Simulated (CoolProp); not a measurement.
Vapour-liquid equilibrium of p-xylene (1) + n-decane (2) at 317.5 K; x and y are mole fractions of (1).

Values from CoolProp's multi-fluid Helmholtz-energy mixture model, Zhou 2012 and Lemmon 2006; pair parameters Bell 2016.

```tsv
x	bubble pressure (MPa)	y at the bubble point	dew pressure at overall composition x (MPa)	liquid density (mol/L)
0.05	0.0007995	0.247	0.0006614	(withheld)
0.125	0.001037	0.463	0.0007081	5.250
0.2	0.001262	0.595	0.0007618	5.412
0.275	0.001475	0.683	(withheld)	5.582
0.35	0.001680	0.748	0.0008978	5.763
0.425	0.001877	0.798	0.0009853	5.954
0.5	0.002068	(withheld)	0.001091	6.157
0.575	(withheld)	0.872	(withheld)	6.373
0.65	0.002440	0.901	0.001387	(withheld)
0.725	0.002624	0.926	(withheld)	6.849
0.8	0.002807	0.948	0.001885	7.112
0.875	0.002992	0.969	0.002274	7.393
0.95	0.003178	0.988	0.002821	7.696
```

Task: What belongs in the gaps?

Result: 
- 0.05, liquid density (mol/L): 5.097
- 0.275, dew pressure at overall composition x (MPa): 0.0008243
- 0.5, y at the bubble point: 0.838
- 0.575, bubble pressure (MPa): 0.002256
- 0.575, dew pressure at overall composition x (MPa): 0.001222
- 0.65, liquid density (mol/L): 6.603
- 0.725, dew pressure at overall composition x (MPa): 0.001601

No azeotrope shows between x = 0.05 and 0.95.

Pair parameters are fitted to limited data, so mixtures are less certain than the pure fluids.
